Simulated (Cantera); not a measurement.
Source: NASA polynomial tables (part measured, part estimated), evaluated in Cantera. Values are per mole of reaction as written; species without (g) are pure solids or liquids, kept so even where they would boil at 1 bar.

Si₃N₄ + 6 C → 2 N₂(g) + 3 SiC₂(g), with ΔH° = 2590.0 kJ and ΔS° = 946.3 J/K at 300 K.

Problem. How far is the shortcut ΔG° ≈ ΔH°(300 K) − T·ΔS°(300 K) from the full temperature-dependent value at 1800, 1825, 1850, 1875, 1900, 1925, 1950, 1975, 2000 K?

Solution. 
| T (K) | shortcut (kJ) | full (kJ) | difference (kJ) | difference in log10 K |
|---|---|---|---|---|
| 1800 | 886.6 | 899.9 | -13.3 | 0.38 |
| 1825 | 863.0 | 877.3 | -14.3 | 0.41 |
| 1850 | 839.3 | 854.7 | -15.4 | 0.44 |
| 1875 | 815.7 | 832.2 | -16.5 | 0.46 |
| 1900 | 792.0 | 809.7 | -17.7 | 0.49 |
| 1925 | 768.3 | 787.2 | -18.8 | 0.51 |
| 1950 | 744.7 | 764.7 | -20.0 | 0.54 |
| 1975 | 721.0 | 742.3 | -21.2 | 0.56 |
| 2000 | 697.4 | 719.9 | -22.5 | 0.59 |
The shortcut ignores the heat-capacity change of the reaction.
